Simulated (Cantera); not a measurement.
Cantera run:

```python
import numpy as np
import cantera as ct

gas_names = [...]  # 114 gases of nasa_gas.yaml made of C, Fe, H, O
cond_names = """
    C(gr) C6H6(L) C7H8(L) C8H18(L),n-octa Fe(a) Fe(c) Fe(d) Fe(L) FeC5O5(L) FeO(s) FeO(L) Fe(OH)2(s)
    Fe(OH)3(s) Fe2O3(s) Fe3O4(s) H2O(s) H2O(L)
""".split()


# ... load() reads the species with a 1 bar reference pressure and builds the phases ...
atoms = {
    'Fe(CO)5': {'Fe': 1, 'C': 5, 'O': 5},
    'CO': {'C': 1, 'O': 1},
    'H2': {'H': 2},
}
top_T = {'C(gr)': 4500, 'Fe2O3(s)': 1830, 'Fe3O4(s)': 1870}  # K; cautious upper limits of use, not melting points


# ... equilibrate(T, P, feed) seeds the gas with the atoms and calls Mixture.equilibrate('TP', solver="vcs", rtol=1e-11, max_steps=5000) ...
results = []
T = 1598.15  # K
P = 190000  # Pa
for m in [0.2, 0.29, 0.43, 0.64, 0.95, 1.4, 2.1, 3.1, 4.6, 6.8, 10, 15]:
    feed = {'Fe(CO)5': 1, 'CO': 0.3, 'H2': m}  # mol
    mix = equilibrate(T, P, feed)
    results.append((T, P, feed, dict(zip(mix.species_names, mix.species_moles))))
    x = sorted(zip(gas.X, gas.species_names), reverse=True)
    print(f"T = {T:g} K  P = {P:g} Pa  n(H2) = {m:g} mol  gas = {mix.phase_moles(0):.4g} mol")
    print("   x: " + "  ".join(f"{s} {v:.3e}" for v, s in x if v > 0.0001))
    print("   condensed (mol): " + ("  ".join(f"{mix.phase(i).name} {mix.phase_moles(i):.4g}"
          for i in range(1, mix.n_phases) if mix.phase_moles(i) > 1e-12) or "none"))
```

Result:

```
T = 1598.15 K  P = 190000 Pa  n(H2) = 0.2 mol  gas = 5.497 mol
   x: CO 9.631e-01  H2 3.631e-02  CO2 5.199e-04
   condensed (mol): C(gr) 0.003147  Fe(c) 1
T = 1598.15 K  P = 190000 Pa  n(H2) = 0.29 mol  gas = 5.587 mol
   x: CO 9.476e-01  H2 5.180e-02  CO2 5.033e-04
   condensed (mol): C(gr) 0.00321  Fe(c) 1
T = 1598.15 K  P = 190000 Pa  n(H2) = 0.43 mol  gas = 5.727 mol
   x: CO 9.244e-01  H2 7.493e-02  CO2 4.790e-04  H2O 1.164e-04
   condensed (mol): C(gr) 0.003285  Fe(c) 1
T = 1598.15 K  P = 190000 Pa  n(H2) = 0.64 mol  gas = 5.936 mol
   x: CO 8.918e-01  H2 1.076e-01  CO2 4.458e-04  H2O 1.612e-04
   condensed (mol): C(gr) 0.003352  Fe(c) 1
T = 1598.15 K  P = 190000 Pa  n(H2) = 0.95 mol  gas = 6.246 mol
   x: CO 8.476e-01  H2 1.517e-01  CO2 4.027e-04  H2O 2.161e-04
   condensed (mol): C(gr) 0.003361  Fe(c) 1
T = 1598.15 K  P = 190000 Pa  n(H2) = 1.4 mol  gas = 6.695 mol
   x: CO 7.907e-01  H2 2.085e-01  CO2 3.504e-04  H2O 2.771e-04  CH4 1.360e-04
   condensed (mol): C(gr) 0.00321  Fe(c) 1
T = 1598.15 K  P = 190000 Pa  n(H2) = 2.1 mol  gas = 7.394 mol
   x: CO 7.159e-01  H2 2.832e-01  H2O 3.406e-04  CO2 2.873e-04  CH4 2.507e-04
   condensed (mol): C(gr) 0.002666  Fe(c) 1
T = 1598.15 K  P = 190000 Pa  n(H2) = 3.1 mol  gas = 8.391 mol
   x: CO 6.308e-01  H2 3.682e-01  CH4 4.238e-04  H2O 3.902e-04  CO2 2.230e-04
   condensed (mol): C(gr) 0.001405  Fe(c) 1
T = 1598.15 K  P = 190000 Pa  n(H2) = 4.6 mol  gas = 9.888 mol
   x: CO 5.352e-01  H2 4.635e-01  CH4 6.111e-04  H2O 4.581e-04  CO2 1.765e-04
   condensed (mol): Fe(c) 1
T = 1598.15 K  P = 190000 Pa  n(H2) = 6.8 mol  gas = 12.08 mol
   x: H2 5.608e-01  CO 4.378e-01  CH4 7.058e-04  H2O 5.745e-04  CO2 1.496e-04
   condensed (mol): Fe(c) 1
T = 1598.15 K  P = 190000 Pa  n(H2) = 10 mol  gas = 15.28 mol
   x: H2 6.524e-01  CO 3.460e-01  CH4 7.637e-04  H2O 6.608e-04  CO2 1.169e-04
   condensed (mol): Fe(c) 1
T = 1598.15 K  P = 190000 Pa  n(H2) = 15 mol  gas = 20.27 mol
   x: H2 7.378e-01  CO 2.606e-01  CH4 7.788e-04  H2O 7.060e-04
   condensed (mol): Fe(c) 1
```

Cantera equilibrium calculation (NASA polynomials, part measured and part estimated; ideal gas, pure solids and liquids). Iron dissolves carbon and melts from about 1420 K in contact with it, which pure phases cannot show. Condensed phases not in the tables: cementite and carbon dissolved in iron.
